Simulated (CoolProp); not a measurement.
Properties of n-decane along the isotherm 620 K (Tc = 617.7 K, pc = 2.101 MPa, ω = 0.488).

Model: reference Helmholtz-energy equation of state, Lemmon 2006, in CoolProp. It is a short technical equation, of lower accuracy than the large ones.

```json
[
 {"p (MPa)": "0.0166", "phase": "gas", "Z": "0.9972", "Joule-Thomson coefficient (K/MPa)": "8.055", "conductivity (mW/(m K))": "41.1", "Prandtl number": "0.756", "fugacity coefficient": "0.9972"},
 {"p (MPa)": "0.0341", "phase": "gas", "Z": "0.9943", "Joule-Thomson coefficient (K/MPa)": "8.095", "conductivity (mW/(m K))": "41.1", "Prandtl number": "0.757", "fugacity coefficient": "0.9943"},
 {"p (MPa)": "0.0701", "phase": "gas", "Z": "0.9882", "Joule-Thomson coefficient (K/MPa)": "8.179", "conductivity (mW/(m K))": "41.0", "Prandtl number": "0.759", "fugacity coefficient": "0.9883"},
 {"p (MPa)": "0.144", "phase": "gas", "Z": "0.9756", "Joule-Thomson coefficient (K/MPa)": "8.357", "conductivity (mW/(m K))": "40.9", "Prandtl number": "0.764", "fugacity coefficient": "0.9761"},
 {"p (MPa)": "0.295", "phase": "gas", "Z": "0.9490", "Joule-Thomson coefficient (K/MPa)": "8.751", "conductivity (mW/(m K))": "40.7", "Prandtl number": "0.775", "fugacity coefficient": "0.9511"},
 {"p (MPa)": "0.607", "phase": "gas", "Z": "0.8904", "Joule-Thomson coefficient (K/MPa)": "9.728", "conductivity (mW/(m K))": "40.4", "Prandtl number": "0.803", "fugacity coefficient": "0.9001"},
 {"p (MPa)": "1.25", "phase": "gas", "Z": "0.7468", "Joule-Thomson coefficient (K/MPa)": "13.00", "conductivity (mW/(m K))": "41.1", "Prandtl number": "0.902", "fugacity coefficient": "0.7962"},
 {"p (MPa)": "2.56", "phase": "supercritical", "Z": "0.1991", "Joule-Thomson coefficient (K/MPa)": "4.519", "conductivity (mW/(m K))": "72.1", "Prandtl number": "3.03", "fugacity coefficient": "0.5605"},
 {"p (MPa)": "5.25", "phase": "supercritical", "Z": "0.3365", "Joule-Thomson coefficient (K/MPa)": "0.7690", "conductivity (mW/(m K))": "77.2", "Prandtl number": "3.27", "fugacity coefficient": "0.3288"}
]
```

Viscosity comes from a separate model (Huber 2004). Thermal conductivity comes from a separate model (Huber 2005).
